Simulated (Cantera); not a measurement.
Charge: 1 mol C2H4, 0.033 mol CO2, 0.5 mol N2, 0.43 mol O2, held at 2002 °C and 15.0 mbar.

These are equilibrium values from Cantera (NASA tables, ideal gas, pure condensed phases), not measurements of a reactor. Candidate condensed phases: C, C6H6, C7H8, C8H18, H2O; 136 gas species. Rates play no part.

Base state: H2 0.536, CO 0.263, N2 0.137, H 0.0507, HCN 0.0103, C2H2 (acetylene) 0.00204, HNC 0.000908, CN 3.98e-5 (mole fractions); condensed: C(graphite).

### Question
What changes in the equilibrium state with this change: pressure from 15.0 mbar to 37.0 mbar?

### Answer
```tsv
species	before	after
H2	0.536	0.550
CO	0.263	0.266
N2	0.137	0.138
H	0.0507	0.0327
HCN	0.0103	0.0105
CN	3.98e-5	2.54e-5
C2H2 (acetylene)	0.00204	0.00209
C(graphite), mol	1.05	1.05
```
